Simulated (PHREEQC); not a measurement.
A solution holds 0.0099 mol NaAlO2 per kg of water, at 25 °C. It is in equilibrium with CO2 at log p = -3.4 (atm). Otherwise closed; pH follows from the charge balance.

Computed with PHREEQC (ion-association model, phreeqc.dat).

Each row changes one thing in this solution. Precipitation was switched off in this run.

```
case                                    pH  ionic strength (mol/kgw)  HCO3- (mol/kgw)  Al(OH)3 (mol/kgw)  Al(OH)2+ (mol/kgw)  CO2 (mol/kgw)  SI of Al(OH)3(a) (Al(OH)3)
------------------------------------  ----  ------------------------  ---------------  -----------------  ------------------  -------------  --------------------------
as made                               7.50                   0.00993         0.000212           0.000146             3.43e-5        1.35e-5                       +2.30
temperature from 25 to 45 °C           ___                   0.00991         0.000132           0.000117             8.96e-6        8.50e-6                         ___
NaAlO2 from 0.0099 to 0.0198 mol/kgw   ___                    0.0198         0.000289           0.000214             3.97e-5        1.35e-5                         ___
0.00066 mol/kgw NaCl added            7.50                    0.0106         0.000212           0.000146             3.44e-5        1.35e-5                       +2.30
NaAlO2 from 0.0099 to 0.0109 mol/kgw   ___                    0.0109         0.000222           0.000154             3.50e-5        1.35e-5                       +2.33
```

Fill in the missing entries.


- temperature from 25 to 45 °C, pH: 7.44
- temperature from 25 to 45 °C, SI of Al(OH)3(a) (Al(OH)3): +1.66
- NaAlO2 from 0.0099 to 0.0198 mol/kgw, pH: 7.62
- NaAlO2 from 0.0099 to 0.0198 mol/kgw, SI of Al(OH)3(a) (Al(OH)3): +2.47
- NaAlO2 from 0.0099 to 0.0109 mol/kgw, pH: 7.52

Species that the database lacks are ignored. Some of these states are supersaturated (in Al(OH)3(a), Gibbsite (slow to form), for instance). Away from 25 °C the constants follow the database's enthalpies or fits; those with neither stay at their 25 °C values.
